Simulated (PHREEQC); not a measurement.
1 kg of water holding 12 mmol/kgw Na2SO4, 14 mmol/kgw Na2B4O7, 170 mmol/kgw NaCl and 40 mmol/kgw KCl is evaporated at 25 °C; the solids stay in contact with the brine. No CO2 enters from the air. Solids allowed: Arcanite, Glaserite, Halite, Mirabilite, Misenite, Sylvite, Thenardite, Borax, Boric_acid,s, KB5O8:4H2O, K2B4O7:4H2O, NaBO2:4H2O, NaB5O8:5H2O, Teepleite. Others were left out.

The series has 28 steps of water left (kg), from 1 to 0.004201.

All values are PHREEQC results (Pitzer model, pitzer.dat), not measurements.

**Question.** Which solids form, in which order, and at which step of the series does each first stand?

**Answer.** Borax from water left = 0.1716 kg (pH 8.92); Halite from water left = 0.02863 kg (pH 8.42); Glaserite from water left = 0.02338 kg (pH 8.45); Sylvite from water left = 0.01022 kg (pH 8.49).
